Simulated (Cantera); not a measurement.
Mixture: CO : H2 : O2 : N2 : H2O = 1 : 0.81 : 1.77 : 6.67 : 2.8 (molar parts), at 0.987 atm, adiabatic and at constant volume. Ignition delay is the time to a rise of 400 K.

Model: GRI-Mech 3.0 (53 species, 325 reactions), integrated in Cantera. Where the delays flatten at high temperature, the 400 K rule measures the pace of heat release, not the induction time.

Question: Predict: delay at 1125 K; delay at 1225 K; delay at 1325 K; delay at 1425 K; delay at 1525 K.

Answer: 
```json
{
 "delay at 1125 K": "0.246 ms",
 "delay at 1225 K": "93.3 µs",
 "delay at 1325 K": "57.9 µs",
 "delay at 1425 K": "43.8 µs",
 "delay at 1525 K": "37.2 µs"
}
```
